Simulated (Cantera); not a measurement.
Cantera run, input and output.

```python
import numpy as np
import cantera as ct

gas = ct.Solution("gri30.yaml", transport_model="multicomponent")
show = ['O', 'H2O', 'C2H2']

rows = []
print(f"{'T/K':>7s}{'rho':>11s}{'cp':>10s}{'mu':>11s}{'lambda':>11s}{'Pr':>7s}" + "".join(f"{'D_' + s:>11s}" for s in show))
for T in [400, 650, 900, 1150, 1400, 1650, 1900, 2150]:
    gas.TPX = T, 1333, {'NO': 0.36}
    Pr = gas.cp_mass * gas.viscosity / gas.thermal_conductivity
    D = [gas.mix_diff_coeffs_mole[gas.species_index(s)] for s in show]
    rows.append([gas.density, gas.cp_mass, gas.viscosity, gas.thermal_conductivity, Pr, *D])
    print(f"{T:7g}{gas.density:11.4e}{gas.cp_mass:10.1f}{gas.viscosity:11.4e}"
          f"{gas.thermal_conductivity:11.4e}{Pr:7.3f}" + "".join(f"{d:11.4e}" for d in D))
print("SI units: kg/m3, J/kg/K, Pa s, W/m/K, m2/s")
```

It prints:

```
    T/K        rho        cp         mu     lambda     Pr        D_O      D_H2O     D_C2H2
    400 1.2027e-02     998.6 2.3120e-05 3.2481e-02  0.711 4.0070e-03 2.9715e-03 2.0986e-03
    650 7.4010e-03    1054.2 3.2312e-05 4.8111e-02  0.708 9.1264e-03 7.2989e-03 4.8946e-03
    900 5.3452e-03    1113.9 4.0086e-05 6.3114e-02  0.707 1.5729e-02 1.3007e-02 8.5136e-03
   1150 4.1832e-03    1153.1 4.7043e-05 7.6724e-02  0.707 2.3650e-02 1.9900e-02 1.2857e-02
   1400 3.4362e-03    1181.0 5.3449e-05 8.9329e-02  0.707 3.2780e-02 2.7856e-02 1.7862e-02
   1650 2.9155e-03    1202.5 5.9446e-05 1.0120e-01  0.706 4.3041e-02 3.6793e-02 2.3484e-02
   1900 2.5319e-03    1218.7 6.5123e-05 1.1241e-01  0.706 5.4372e-02 4.6655e-02 2.9689e-02
   2150 2.2375e-03    1230.8 7.0538e-05 1.2302e-01  0.706 6.6720e-02 5.7398e-02 3.6451e-02
SI units: kg/m3, J/kg/K, Pa s, W/m/K, m2/s
```

Model: GRI-Mech 3.0 (53 species, 325 reactions), integrated in Cantera. The composition is frozen, though it would react at the higher temperatures.
